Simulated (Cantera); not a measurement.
Cantera run:

```python
import numpy as np
import cantera as ct

gas_names = """
    B BH BH2 BH3 BN B2 H H2 N NH NH2 NH3 N2 N2H2 N2H4
""".split()
cond_names = """
    B(b) B(L) BN(s)
""".split()


# ... load() reads the species with a 1 bar reference pressure and builds the phases ...
atoms = {
    'BN': {'B': 1, 'N': 1},
    'H2': {'H': 2},
}
top_T = {'BN(s)': 3200}  # K; cautious upper limits of use, not melting points


# ... equilibrate(T, P, feed) seeds the gas with the atoms and calls Mixture.equilibrate('TP', solver="vcs", rtol=1e-11, max_steps=5000) ...
results = []
feed = {'BN': 1, 'H2': 8.4}  # mol
T = 2173  # K
P = 1000  # Pa
mix = equilibrate(T, P, feed)
results.append((T, P, feed, dict(zip(mix.species_names, mix.species_moles))))
print(gas.report(threshold=1e-06))
for i in range(1, mix.n_phases):
    print(f"{mix.phase(i).name:16s} {mix.phase_moles(i):12.5e} mol")
```

Result:

```
       temperature   2173 K
          pressure   1000 Pa
           density   0.00018874 kg/m^3
  mean mol. weight   3.4101 kg/kmol
   phase of matter   gas

                          1 kg             1 kmol
                     ---------------   ---------------
          enthalpy        2.0104e+07        6.8555e+07  J
   internal energy        1.4805e+07        5.0487e+07  J
           entropy             68902        2.3496e+05  J/K
    Gibbs function       -1.2962e+08       -4.4201e+08  J
 heat capacity c_p             10037             34227  J/K
 heat capacity c_v            7598.9             25913  J/K

                      mass frac. Y      mole frac. X     chem. pot. / RT
                     ---------------   ---------------   ---------------
                 B        0.00059601        0.00018801           -3.4526
                BH        7.8762e-05        2.2727e-05           -15.683
               BH2         0.0039357         0.0010464           -27.913
               BH3         1.865e-05        4.5972e-06           -40.144
                BN        2.3153e-05        3.1814e-06           -20.818
                 H          0.013518          0.045731            -12.23
                H2           0.53096           0.89812           -24.461
                N2           0.45087          0.054882           -34.732
     [   +7 minor]         3.378e-07        7.0711e-08

B(b)              9.88476e-01 mol
BN(s)             0.00000e+00 mol
```

Cantera equilibrium calculation (NASA polynomials, part measured and part estimated; ideal gas, pure solids and liquids). The tables' values for BH2 are old estimates; treat these amounts as uncertain.
